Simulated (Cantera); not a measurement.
A Cantera script and its output.

```python
import numpy as np
import cantera as ct

gas = ct.Solution("SiF4_NH3_mec.yaml", "gas")
gas.TPX = 2225, 6400, {'NH3': 1, 'N2': 0.55}
inlet = ct.Reservoir(gas, clone=True)

reactor = ct.IdealGasConstPressureReactor(gas, energy="off", clone=False)
exhaust = ct.Reservoir(gas, clone=True)
tau = [18, 4.5, 1.1, 0.28, 0.069, 0.017, 0.0043, 0.0011, 0.00027][0]
for a, b in ((inlet, reactor), (reactor, exhaust)):
    ct.MassFlowController(a, b, mdot=lambda t: reactor.mass / tau)
net = ct.ReactorNet([reactor])
show = ['NH3', 'H2', 'N', 'H', 'N2H4', 'N2', 'NH2']

rows = []
print(f"{'tau/s':>10s}{'T/K':>9s}" + "".join(f"{s:>11s}" for s in show))
for tau in [18, 4.5, 1.1, 0.28, 0.069, 0.017, 0.0043, 0.0011, 0.00027]:
    net.initial_time = 0.0
    net.advance(30 * tau)
    before = gas.X
    net.advance(40 * tau)
    drift = np.max(np.abs(gas.X - before) / (gas.X + 1e-9))
    rows.append([gas.T, *gas[show].X, drift])
    print(f"{tau:10.3e}{gas.T:9.1f}" + "".join(f"{x:11.3e}" for x in gas[show].X))
```

It prints:

```
     tau/s      T/K        NH3         H2          N          H       N2H4         N2        NH2
 1.800e+01   2225.0  1.951e-04  5.760e-01  1.464e-05  1.513e-02  1.445e-12  4.086e-01  1.590e-05
 4.500e+00   2225.0  2.893e-03  5.815e-01  8.161e-06  5.132e-03  3.623e-11  4.104e-01  7.931e-05
 1.100e+00   2225.0  2.260e-02  5.657e-01  5.278e-06  2.197e-03  4.297e-10  4.092e-01  2.728e-04
 2.800e-01   2225.0  8.605e-02  5.083e-01  4.949e-06  1.267e-03  2.559e-09  4.037e-01  6.655e-04
 6.900e-02   2225.0  2.463e-01  3.621e-01  4.489e-06  6.562e-04  1.099e-08  3.894e-01  1.379e-03
 1.700e-02   2225.0  4.609e-01  1.661e-01  3.172e-06  2.630e-04  2.848e-08  3.703e-01  2.220e-03
 4.300e-03   2225.0  5.872e-01  5.073e-02  1.295e-06  8.555e-05  4.678e-08  3.590e-01  2.845e-03
 1.100e-03   2225.0  6.303e-01  1.145e-02  2.965e-07  2.276e-05  4.750e-08  3.552e-01  2.867e-03
 2.700e-04   2225.0  6.420e-01  1.619e-03  4.772e-08  5.206e-06  1.726e-08  3.546e-01  1.729e-03
```

Model: the gas-phase N/H chemistry of the illustrative SiF4/NH3 mechanism in the Surface Chemkin manual (1991), integrated in Cantera. Walls and surfaces, which speed up NH3 decomposition in real reactors, are not modelled.
